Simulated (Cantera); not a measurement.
Charge: 1 mol Cu, 7.7 mol F2, equilibrated at 673.15 K and 6.38 Torr.

These are equilibrium values from Cantera (NASA tables, ideal gas, pure condensed phases), not measurements of a reactor. Candidate condensed phases: Cu, CuF2; 6 gas species. Kinetics and transport are ignored.

Base state: F2 0.991, F 0.00890 (mole fractions); condensed: CuF2(s).

### Question
What changes in the equilibrium state with this change: pressure from 6.38 Torr to 113 Torr?

### Answer
```
species        before    after
------------  -------  -------
F2              0.991    0.998
F             0.00890  0.00213
CuF2(s), mol     1.00     1.00
```

### Question
What changes in the equilibrium state with this change: temperature from 673.15 K to 798.15 K?

### Answer
```csv
species,before,after
F2,0.991,0.916
F,0.00890,0.0839
"CuF2(s), mol",1.00,1.000
```
